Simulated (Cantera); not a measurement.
An adiabatic, constant-pressure homogeneous reactor starts with H₂ : O₂ : N₂ = 1 : 1.47 : 5.53 (molar parts), equivalence ratio 0.34, at 1375 K and 14300 Torr.

Cantera simulation using the H2/O2 subset of GRI-Mech 3.0, which has no nitrogen chemistry; the numbers are that mechanism's predictions, not measurements. The hydrogen kinetics of GRI-Mech 3.0 are dated; newer H2 mechanisms differ, most at raised pressure. The pressure lies above the range GRI-Mech 3.0 was tuned for (to about 10 atm).

Predict: time of steepest temperature rise; temperature at 0.600 s; equilibrium temperature; x(H₂) at 0.600 s; x(O₂) at 0.600 s; x(O) at 0.600 s; x(H) at 0.600 s; x(H₂O) at 0.600 s; x(HO₂) at 0.600 s.


```json
{
  "time_of_steepest_temperature_rise": "3.05 µs",
  "temperature at 0.600 s": "2243 K",
  "equilibrium_temperature": "2243 K",
  "x(H₂) at 0.600 s": "0.000126 (gas-phase equilibrium 0.000126)",
  "x(O₂) at 0.600 s": "0.128 (gas-phase equilibrium 0.128)",
  "x(O) at 0.600 s": "0.000292 (gas-phase equilibrium 0.000292)",
  "x(H) at 0.600 s": "1.85e-5 (gas-phase equilibrium 1.85e-5)",
  "x(H₂O) at 0.600 s": "0.132 (gas-phase equilibrium 0.132)",
  "x(HO₂) at 0.600 s": "1.13e-5 (gas-phase equilibrium 1.13e-5)"
}
```
